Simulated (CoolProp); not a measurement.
Vapour-liquid equilibrium of acetone (1) + water (2) at 458.9 K; x and y are mole fractions of (1).

The numbers come from the multi-fluid Helmholtz-energy mixture model, Lemmon 2006 and Wagner 2002; pair parameters Bell 2016 in CoolProp.

Problem. Give the bubble pressure and the first vapour's composition at x = 0.2, 0.35, 0.8. Is there an azeotrope?

Solution. x = 0.2: 1.729 MPa, y = 0.420; x = 0.35: 1.928 MPa, y = 0.530; x = 0.8: 2.186 MPa, y = 0.811. y crosses x between x = 0.8 and 0.95: the model has an azeotrope there.

The pair parameters rest on a limited set of measurements; away from them the model extrapolates.
